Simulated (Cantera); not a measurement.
A closed system holds: 1 mol Al(CH3)3, 2 mol H2O, 7.9 mol N2, at 10.0 mbar.

Cantera equilibrium calculation (NASA polynomials, part measured and part estimated; ideal gas, pure solids and liquids). Candidate condensed phases: Al, AlN, Al2O3, C, C6H6, C7H8, C8H18, H2O; 148 gas species. The feed counts by its element totals alone. Mutual solubility and eutectic melting of coexisting phases are not modelled. Kinetics and transport are ignored.

Which condensed phases are stable at each of these points (T (K)): 648, 748, 848, 948, 1048, 1148, 1248, 1348, 1448, 1548, 1648, 1748?


```json
[
 {"T (K)": "648", "condensed phases": "Al2O3(s) + C(graphite)", "Al condensed (%)": "100.0"},
 {"T (K)": "748", "condensed phases": "Al2O3(s) + C(graphite)", "Al condensed (%)": "100.0"},
 {"T (K)": "848", "condensed phases": "Al2O3(s) + C(graphite)", "Al condensed (%)": "100.0"},
 {"T (K)": "948", "condensed phases": "Al2O3(s) + C(graphite)", "Al condensed (%)": "100.0"},
 {"T (K)": "1048", "condensed phases": "Al2O3(s) + C(graphite)", "Al condensed (%)": "100.0"},
 {"T (K)": "1148", "condensed phases": "Al2O3(s) + C(graphite)", "Al condensed (%)": "100.0"},
 {"T (K)": "1248", "condensed phases": "Al2O3(s) + C(graphite)", "Al condensed (%)": "100.0"},
 {"T (K)": "1348", "condensed phases": "Al2O3(s) + C(graphite)", "Al condensed (%)": "100.0"},
 {"T (K)": "1448", "condensed phases": "AlN(s) + Al2O3(s) + C(graphite)", "Al condensed (%)": "100.0"},
 {"T (K)": "1548", "condensed phases": "AlN(s) + C(graphite)", "Al condensed (%)": "100.0"},
 {"T (K)": "1648", "condensed phases": "AlN(s) + C(graphite)", "Al condensed (%)": "100.0"},
 {"T (K)": "1748", "condensed phases": "AlN(s) + C(graphite)", "Al condensed (%)": "99.8"}
]
```

From 648 K to 1348 K the condensed part is Al2O3(s) + C(graphite). At 1448 K the condensed part is AlN(s) + Al2O3(s) + C(graphite). From 1548 K to 1748 K the condensed part is AlN(s) + C(graphite).
